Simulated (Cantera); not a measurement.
Feed: 1 mol SiCl₄, 130 mol H₂, 0.004 mol Cl₂, equilibrated at 1048 K and 0.140 bar.

These are equilibrium values from Cantera (NASA tables, ideal gas, pure condensed phases), not measurements of a reactor. Candidate condensed phases: Si; 19 gas species. The tables' values for SiCl₃ are old estimates; treat these amounts as uncertain. Rates play no part.

Base state: H₂ 0.983, HCl 0.0116, SiCl₄ 0.00263, SiHCl₃ 0.00227, SiCl₂ 0.000257, SiH₂Cl₂ 0.000223, SiCl₃ 0.000192 (mole fractions); condensed: Si(s).

**Question.** What changes in the equilibrium state with this change: pressure from 0.140 bar to 10.0 mbar?

**Answer.** 
```tsv
species	before	after
H₂	0.983	0.977
HCl	0.0116	0.0196
SiCl₄	0.00263	0.00154
SiHCl₃	0.00227	0.000783
SiH₂Cl₂	0.000223	4.54e-5
SiCl₂	0.000257	0.000734
SiCl₃	0.000192	0.000248
Si(s), mol	0.267	0.559
```
